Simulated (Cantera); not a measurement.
Input: 1 mol CH4, 0.55 mol CO2, equilibrated at 0.280 bar.

Cantera equilibrium calculation (NASA polynomials, part measured and part estimated; ideal gas, pure solids and liquids). Candidate condensed phases: C, C6H6, C7H8, C8H18, H2O; 110 gas species. The numbers say what is thermodynamically allowed, not how fast it happens.

**Question.** What share of the C ends up in condensed phases as a function of T (K), at 1648, 1798, 1948, 2098, 2248, 2398, 2548?

**Answer.** 
| T (K) | C condensed (%) | as |
|---|---|---|
| 1648 | 29.0 | C(graphite) |
| 1798 | 29.0 | C(graphite) |
| 1948 | 28.9 | C(graphite) |
| 2098 | 28.7 | C(graphite) |
| 2248 | 28.2 | C(graphite) |
| 2398 | 27.3 | C(graphite) |
| 2548 | 25.7 | C(graphite) |
